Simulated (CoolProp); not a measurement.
Vapour-liquid equilibrium of R134a (1) + R142b (2) at 0.0067 MPa; x and y are mole fractions of (1).

Model: multi-fluid Helmholtz-energy mixture model, Tillner-Roth 1994 and Lemmon 2006; pair parameters Bell 2016, in CoolProp.

```
x     bubble temperature, mixture model (K)  bubble temperature, Raoult's law (K)  y, mixture model  y, Raoult's law
----  -------------------------------------  ------------------------------------  ----------------  ---------------
0.05                                  210.9                                 211.3             0.130            0.105
0.2                                   207.8                                 209.0             0.405            0.360
0.35                                  205.6                                 207.0             0.578            0.548
0.5                                   204.0                                 205.3             0.700            0.694
0.65                                  202.8                                 203.7             0.795            0.808
0.8                                   201.8                                 202.4             0.881            0.901
0.95                                  201.0                                 201.2             0.968            0.977
```

The largest gap from Raoult's law is -1.4 K in bubble temperature, at x = 0.35. No azeotrope shows between x = 0.05 and 0.95.

The pair parameters rest on a limited set of measurements; away from them the model extrapolates.
